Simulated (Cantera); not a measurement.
**Moist CO burnout**

A perfectly stirred reactor is fed with 0.514 % CO, 1.94 % O₂, 0.620 % H₂O, 96.9 % N₂, at 0.128 atm; it is held at 1450 K, and followed from long to short residence time.

Detailed kinetics in Cantera: GRI-Mech 3.0 (53 species, 325 reactions).

| τ (s) | x CO | x O₂ | x H₂O | x NO₂ | x H₂O₂ | x OH |
|---|---|---|---|---|---|---|
| 3.7 | 5.80e-5 | 0.0168 | 0.00615 | 5.15e-10 | 2.96e-9 | 0.000111 |
| 0.97 | 0.000139 | 0.0168 | 0.00609 | 2.29e-10 | 5.62e-9 | 0.000168 |
| 0.26 | 0.000321 | 0.0168 | 0.00597 | 1.12e-10 | 9.53e-9 | 0.000246 |
| 0.068 | 0.000726 | 0.0169 | 0.00578 | 6.39e-11 | 1.39e-8 | 0.000336 |
| 0.018 | 0.00158 | 0.0172 | 0.00560 | 2.92e-11 | 1.63e-8 | 0.000393 |
| 0.0047 | 0.00327 | 0.0181 | 0.00576 | 4.85e-12 | 1.32e-8 | 0.000329 |
| 0.0013 | 0.00495 | 0.0192 | 0.00615 | <1e-12 | 1.50e-9 | 7.41e-5 |
| 0.00033 | 0.00514 | 0.0194 | 0.00620 | <1e-12 | <1e-12 | 2.09e-9 |
x: mole fraction; the columns are a selection and need not sum to one.
